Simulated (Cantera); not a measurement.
# Stirred combustor or abatement burner

A perfectly stirred reactor is fed with 10.1 % CH4, 18.4 % O2, 69.2 % N2, 2.23 % CO2, at 1000000 Pa; it is adiabatic with a 500 K inlet, and is followed from long to short residence time, starting on the burning branch (τ in s: 0.06, 0.033, 0.018, 0.0099, 0.0054, 0.003, 0.0016, 0.00089, 0.00049, 0.00027, 0.00015, 8.1e-05).

Detailed kinetics in Cantera: GRI-Mech 3.0 (53 species, 325 reactions).

| τ (s) | T (K) | x CH4 | x O2 | x CO2 | x C2H2 | x H2O |
|---|---|---|---|---|---|---|
| 0.060 | 2306 | 4.55e-6 | 0.000266 | 0.0938 | 5.77e-9 | 0.188 |
| 0.033 | 2305 | 7.41e-6 | 0.000326 | 0.0937 | 1.46e-8 | 0.188 |
| 0.018 | 2303 | 1.16e-5 | 0.000423 | 0.0935 | 3.40e-8 | 0.188 |
| 0.0099 | 2300 | 1.74e-5 | 0.000573 | 0.0933 | 7.08e-8 | 0.188 |
| 0.0054 | 2295 | 2.55e-5 | 0.000800 | 0.0929 | 1.36e-7 | 0.187 |
| 0.0030 | 2288 | 3.63e-5 | 0.00112 | 0.0923 | 2.41e-7 | 0.187 |
| 0.0016 | 2279 | 5.27e-5 | 0.00162 | 0.0915 | 4.22e-7 | 0.186 |
| 0.00089 | 2267 | 7.52e-5 | 0.00226 | 0.0905 | 6.97e-7 | 0.185 |
| 0.00049 | 2251 | 0.000110 | 0.00315 | 0.0892 | 1.16e-6 | 0.184 |
| 0.00027 | 2231 | 0.000165 | 0.00435 | 0.0874 | 1.97e-6 | 0.183 |
| 0.00015 | 2206 | 0.000255 | 0.00596 | 0.0850 | 3.48e-6 | 0.181 |
| 8.1e-5 | 2172 | 0.000428 | 0.00835 | 0.0817 | 6.99e-6 | 0.179 |
x: mole fraction; the columns are a selection and need not sum to one.
